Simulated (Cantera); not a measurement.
Input: 1 mol Si2H6, 0.28 mol O2, 0.31 mol H2, at 1448.15 K and 5.00e-5 bar.

Equilibrium computed with Cantera from the NASA thermochemical tables; the gas is ideal and each condensed phase is pure. Candidate condensed phases: H2O, Si, SiO2; 18 gas species. The feed counts by its element totals alone. Kinetics and transport are ignored.

Base state: H2 0.854, SiO 0.145, H 0.00121, Si 5.87e-5 (mole fractions); condensed: Si(s).

Problem. What changes in the equilibrium state with this change: Si2H6 replaced by HMDSO?

Solution. 
```json
[
 {"species": "H2", "before": "0.854", "after": "0.855"},
 {"species": "CO", "before": "0", "after": "0.143"},
 {"species": "H", "before": "0.00121", "after": "0.00121"},
 {"species": "SiO", "before": "0.145", "after": "0.000224"},
 {"species": "Si", "before": "5.87e-5", "after": "3.47e-7"},
 {"species": "Si(s), mol", "before": "1.44", "after": "0"},
 {"species": "C(graphite), mol", "before": "0", "after": "2.44"},
 {"species": "SiC(s), mol", "before": "0", "after": "2.00"}
]
```
Further candidate phases: C, C6H6, C7H8, C8H18, SiC.
